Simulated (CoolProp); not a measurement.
A single-stage vapour-compression cycle with the fluid: evaporating at 266.15 K (dew point), condensing at 308.15 K (bubble point), superheat 8 K, subcooling 0 K, compressor efficiency 0.85, no pressure losses. The same conditions are run with several fluids, on thermodynamics alone (safety and materials aside).

Values from CoolProp's reference Helmholtz-energy equation of state of each fluid (R134a: Tillner-Roth 1994; R11: Jacobsen 1992; R236FA: Pan 2012; R1336mzz(Z): McLinden 2020; trans-2-butene: Lemmon 2005; R115: Lemmon 2016).

| fluid | cooling COP | pressure ratio | discharge temperature (K) | refrigerating effect (kJ/kg) | volumetric capacity (kJ/m³) |
|---|---|---|---|---|---|
| R134a | 4.36 | 3.93 | 326.2 | 152 | 1650 |
| R11 | 4.75 | 5.04 | 334.9 | 160 | 289 |
| R236FA | 4.35 | 4.68 | 313.3 | 117 | 649 |
| R1336mzz(Z) | 4.52 | 6.15 | 313.8 | 138 | 176 |
| trans-2-butene | 4.62 | 4.28 | 324.6 | 329 | 619 |
| R115 | 3.90 | 3.31 | 312.6 | 72.7 | 1910 |
